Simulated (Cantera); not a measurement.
Source: NASA polynomial tables (part measured, part estimated), evaluated in Cantera. Values are per mole of reaction as written; species without (g) are pure solids or liquids, kept so even where they would boil at 1 bar.

0.5 Ti + Cl2(g) = 0.5 TiCl4

| T (K) | ΔH° (kJ) | ΔS° (J/K) | ΔG° (kJ) | log10 K |
|---|---|---|---|---|
| 300 | (withheld) | (withheld) | (withheld) | (withheld) |
| 523 | (withheld) | (withheld) | (withheld) | (withheld) |
| 533 | (withheld) | (withheld) | (withheld) | (withheld) |
| 543 | -396.1 | -97.5 | -343.2 | 33.01 |

Question: Complete the blanks.

Answer: 
- 300, ΔH° (kJ): -402.0
- 300, ΔS° (J/K): -112.1
- 300, ΔG° (kJ): -368.4
- 300, log10 K: 64.15
- 523, ΔH° (kJ): -396.6
- 523, ΔS° (J/K): -98.4
- 523, ΔG° (kJ): -345.1
- 523, log10 K: 34.47
- 533, ΔH° (kJ): -396.3
- 533, ΔS° (J/K): -97.9
- 533, ΔG° (kJ): -344.1
- 533, log10 K: 33.73
